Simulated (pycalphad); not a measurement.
Source of the numbers: pycalphad with the COST 507 light-alloy database (1999); pressure 1 atm. The database dates from 1999; later assessments differ in places, in temperatures and in the compounds included. Kinetics are ignored, which matters at the lower temperatures.

Molar enthalpy of Ti-1.022Hf-0.6626B (wt.%) in equilibrium (SER reference):

```csv
T (K),H (kJ/mol),phases
2850,108.62,liquid
2730,103.12,liquid
2610,97.62,liquid
2490,92.12,liquid
2370,86.61,liquid
2250,81.11,liquid
2130,75.61,liquid
2010,70.11,liquid
1930,66.44,liquid
1890,64.61,liquid
1810,45.80,bcc + BM
1770,44.38,bcc + BM
1650,40.25,bcc + BM
1530,36.30,bcc + BM
1410,32.50,bcc + BM
1290,28.82,bcc + BM
1170,25.25,bcc + BM
1050,17.37,hcp + BM
930,13.46,hcp + BM
810,9.68,hcp + BM
690,6.04,hcp + BM
570,2.54,hcp + BM
```

Cooling from 1890 K to 1810 K, across the freezing range, releases 18.8 kJ/mol, or 399 J/g. The slope is 46 J/(mol K) in the liquid and 35 J/(mol K) just below the solidus, where it includes any heat of precipitation. Liquidus 1881 K, solidus 1814 K. Changes were sought between steps of 40 K, so a narrower field can be missed.

Database names, with the compositions (at.%) that they take in these runs: BM: Ti 50 B 50.
